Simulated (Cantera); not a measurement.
Pyrogenic steam for wet oxidation

An isothermal, constant-pressure homogeneous reactor starts with 45.8 % H₂, 28.7 % O₂, 25.5 % N₂, at 800 K and 0.760 bar.

Model: the H2/O2 subset of GRI-Mech 3.0, which has no nitrogen chemistry, integrated in Cantera. Below about 950 K walls govern HO2 and H2O2 in real vessels. The temperature is held fixed by assumption; the heat of reaction is taken as removed at once.

| t (s) | x H₂ | x O₂ | x OH | x H₂O₂ | x H |
|---|---|---|---|---|---|
| 0.000500 | 0.458 | 0.287 | <1e-12 | <1e-12 | <1e-12 |
| 0.00150 | 0.458 | 0.287 | <1e-12 | 2.53e-12 | <1e-12 |
| 0.00451 | 0.458 | 0.287 | <1e-12 | 2.25e-11 | <1e-12 |
| 0.0136 | 0.458 | 0.287 | <1e-12 | 2.04e-10 | <1e-12 |
| 0.0407 | 0.458 | 0.287 | <1e-12 | 1.88e-9 | <1e-12 |
| 0.122 | 0.458 | 0.287 | <1e-12 | 1.82e-8 | 1.80e-12 |
| 0.368 | 0.458 | 0.287 | <1e-12 | 2.17e-7 | 7.47e-12 |
| 1.10 | 0.458 | 0.287 | 1.62e-12 | 3.77e-6 | 4.74e-11 |
| 3.32 | 0.458 | 0.286 | 1.57e-11 | 4.61e-5 | 2.73e-10 |
| 9.97 | 0.457 | 0.286 | 1.62e-10 | 0.000491 | 2.05e-9 |
| 30.0 | 0.429 | 0.272 | 7.82e-10 | 0.00207 | 6.47e-9 |
| 90.0 | 0.294 | 0.209 | 1.27e-9 | 0.00190 | 4.47e-9 |
x: mole fraction; the columns are a selection and need not sum to one.

Equilibrium at this temperature and pressure: H₂ <1e-12, O₂ 0.0743, OH 1.76e-9, H₂O₂ 1.64e-11, H <1e-12 (gas phase only).
